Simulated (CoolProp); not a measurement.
Saturation properties of dodecamethylpentasiloxane (MD3M) (Tc = 628.0 K, pc = 9.540 bar, ω = 0.730).

Computed with CoolProp (reference Helmholtz-energy equation of state, Thol 2019).

```csv
T (K),p (bar),vapour density (kg/m³)
415.1,0.07465,0.8462
422.8,0.09951,1.112
430.5,0.1308,1.442
438.2,0.1698,1.849
446,0.2184,2.351
453.7,0.2769,2.950
461.4,0.3473,3.668
469.1,0.4314,4.522
```

It boils at 503.0 K under 1 atm.
